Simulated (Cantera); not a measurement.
Input (Python, Cantera) and output of one run.

```python
import numpy as np
import cantera as ct

gas_names = """
    B BCL BCL2 BCL3 BH BH2 BH3 BO BOCL BO2 B2 B2O B2O2 B2O3 B3O3CL3 B3O3H3 CL CLO CL2 H HBO HBO2 HCL
    HOCL HO2 H2 H2O H2O2 H3B3O6 O OH O2 O3
""".split()
cond_names = """
    B(b) B(L) B2O3(L) B3O3H3(cr) H2O(s) H2O(L)
""".split()


# ... load() reads the species with a 1 bar reference pressure and builds the phases ...
atoms = {
    'BCl3': {'B': 1, 'CL': 3},
    'H2O': {'H': 2, 'O': 1},
    'H2': {'H': 2},
}
top_T = {}  # K; cautious upper limits of use, not melting points


# ... equilibrate(T, P, feed) seeds the gas with the atoms and calls Mixture.equilibrate('TP', solver="vcs", rtol=1e-11, max_steps=5000) ...
results = []
P = 42  # Pa
for T in [1023, 1123, 1223, 1323, 1423, 1523, 1623, 1723, 1823, 1923, 2023, 2123, 2223]:
    for m in [0.75, 1.1, 1.5, 2.2, 3.1, 4.4, 6.2]:
        feed = {'BCl3': 1, 'H2O': m, 'H2': 41}  # mol
        mix = equilibrate(T, P, feed)
        results.append((T, P, feed, dict(zip(mix.species_names, mix.species_moles))))

for T, P, feed, n in results:
    print(f"{T:7g} {feed['H2O']:10.4g}  " + (" + ".join(c for c in cond_names if n.get(c, 0) > 1e-12) or "gas only"))
```

Output:

```
   1023       0.75  B(b) + B2O3(L)
   1023        1.1  B(b) + B2O3(L)
   1023        1.5  B2O3(L)
   1023        2.2  B2O3(L)
   1023        3.1  B2O3(L)
   1023        4.4  B2O3(L)
   1023        6.2  B2O3(L)
   1123       0.75  B(b) + B2O3(L)
   1123        1.1  B(b) + B2O3(L)
   1123        1.5  B2O3(L)
   1123        2.2  B2O3(L)
   1123        3.1  B2O3(L)
   1123        4.4  B2O3(L)
   1123        6.2  B2O3(L)
   1223       0.75  B(b) + B2O3(L)
   1223        1.1  B(b) + B2O3(L)
   1223        1.5  B2O3(L)
   1223        2.2  B2O3(L)
   1223        3.1  B2O3(L)
   1223        4.4  B2O3(L)
   1223        6.2  B2O3(L)
   1323       0.75  B(b)
   1323        1.1  B2O3(L)
   1323        1.5  B2O3(L)
   1323        2.2  B2O3(L)
   1323        3.1  gas only
   1323        4.4  gas only
   1323        6.2  gas only
   1423       0.75  B(b)
   1423        1.1  gas only
   1423        1.5  gas only
   1423        2.2  gas only
   1423        3.1  gas only
   1423        4.4  gas only
   1423        6.2  gas only
   1523       0.75  B(b)
   1523        1.1  gas only
   1523        1.5  gas only
   1523        2.2  gas only
   1523        3.1  gas only
   1523        4.4  gas only
   1523        6.2  gas only
   1623       0.75  B(b)
   1623        1.1  gas only
   1623        1.5  gas only
   1623        2.2  gas only
   1623        3.1  gas only
   1623        4.4  gas only
   1623        6.2  gas only
   1723       0.75  gas only
   1723        1.1  gas only
   1723        1.5  gas only
   1723        2.2  gas only
   1723        3.1  gas only
   1723        4.4  gas only
   1723        6.2  gas only
   1823       0.75  gas only
   1823        1.1  gas only
   1823        1.5  gas only
   1823        2.2  gas only
   1823        3.1  gas only
   1823        4.4  gas only
   1823        6.2  gas only
   1923       0.75  gas only
   1923        1.1  gas only
   1923        1.5  gas only
   1923        2.2  gas only
   1923        3.1  gas only
   1923        4.4  gas only
   1923        6.2  gas only
   2023       0.75  gas only
   2023        1.1  gas only
   2023        1.5  gas only
   2023        2.2  gas only
   2023        3.1  gas only
   2023        4.4  gas only
   2023        6.2  gas only
   2123       0.75  gas only
   2123        1.1  gas only
   2123        1.5  gas only
   2123        2.2  gas only
   2123        3.1  gas only
   2123        4.4  gas only
   2123        6.2  gas only
   2223       0.75  gas only
   2223        1.1  gas only
   2223        1.5  gas only
   2223        2.2  gas only
   2223        3.1  gas only
   2223        4.4  gas only
   2223        6.2  gas only
```

Method: chemical equilibrium by Gibbs-energy minimisation in Cantera with the NASA 1993 tables (ideal gas, pure condensed phases). Mutual solubility and eutectic melting of coexisting phases are not modelled. The tables' values for BCl2 are old estimates.
